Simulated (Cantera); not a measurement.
Cantera run, input and output.

```python
import numpy as np
import cantera as ct

gas = ct.Solution("gri30.yaml")
gas.TP = 300, 65000
flame = ct.CounterflowDiffusionFlame(gas, width=0.02)
flame.fuel_inlet.X, flame.fuel_inlet.T = {'CH4': 1, 'C2H6': 0.042, 'C3H8': 0.1, 'N2': 0.28}, 525
flame.oxidizer_inlet.X, flame.oxidizer_inlet.T = {'O2': 0.17, 'N2': 0.83}, 423
flame.set_refine_criteria(ratio=3, slope=0.12, curve=0.24, prune=0.03)
show = ['OH', 'H', 'NO', 'CO', 'C2H2']

rows = []
print(f"{'mdot':>8s}{'a_max':>10s}{'a_mean':>10s}{'Tmax/K':>9s}" + "".join(f"{s:>11s}" for s in show) + "   (peak mole fractions)")
for i, mdot in enumerate([0.16, 0.23, 0.33, 0.46, 0.65, 0.92, 1.3, 1.8, 2.6]):  # kg/m2/s on the oxidiser side
    flame.oxidizer_inlet.mdot, flame.fuel_inlet.mdot = mdot, 0.78 * mdot
    flame.solve(loglevel=0, auto=(i == 0))
    if flame.T.max() < max(525, 423) + 100:
        print(f"{mdot:8.3g}  no burning solution found from the previous one")
        break
    dT = np.abs(np.gradient(flame.T, flame.grid))
    rows.append([flame.strain_rate("max"), flame.strain_rate("mean"), flame.T.max(),
                 *(flame.X[gas.species_index(s)].max() for s in show), max(dT[0], dT[-1]) / dT.max()])
    print(f"{mdot:8.3g}{rows[-1][0]:10.1f}{rows[-1][1]:10.1f}{rows[-1][2]:9.1f}" + "".join(f"{x:11.3e}" for x in rows[-1][3:-1]))
```

Output:

```
    mdot     a_max    a_mean   Tmax/K         OH          H         NO         CO       C2H2   (peak mole fractions)
    0.16     147.3      35.2   1844.1  4.161e-03  3.277e-03  1.045e-04  3.510e-02  9.389e-03
    0.23     204.6      50.7   1821.9  3.978e-03  3.344e-03  8.345e-05  3.566e-02  8.262e-03
    0.33     284.7      72.7   1796.8  3.732e-03  3.343e-03  6.177e-05  3.647e-02  7.007e-03
    0.46     386.6     101.3   1768.9  3.423e-03  3.242e-03  4.196e-05  3.758e-02  5.705e-03
    0.65     528.6     143.2   1718.6  2.823e-03  2.811e-03  2.014e-05  3.892e-02  3.760e-03
    0.92  no burning solution found from the previous one
```

Detailed kinetics in Cantera: GRI-Mech 3.0 (53 species, 325 reactions). GRI-Mech 3.0 has no aromatics or soot, which form on the fuel side of real flames. The maximum strain rate includes the flame's own expansion and is several times the mean. A flux with no burning solution from the previous one only brackets extinction.
